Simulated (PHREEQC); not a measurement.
A made-up water analysis in mmol/kgw, 20 °C, pH 6.43, pe 12.3: Na 0.0334; K 0.0155; Ca 0.0409; Mg 0.000532; Cl 0.043; S(6) 0.0101; Alkalinity (meq/kgw) 0.0706; N(5) 2.96e-05.

Valence states are taken as typed.

Computed with PHREEQC (ion-association model, phreeqc.dat).

Precipitation was switched off in this run.

### Question
Estimate the charge-balance error.

### Answer
charge-balance error -0.8 %.

### Question
In which forms is C present?

### Answer
HCO3- 53 %, CO2 47 % of the C.
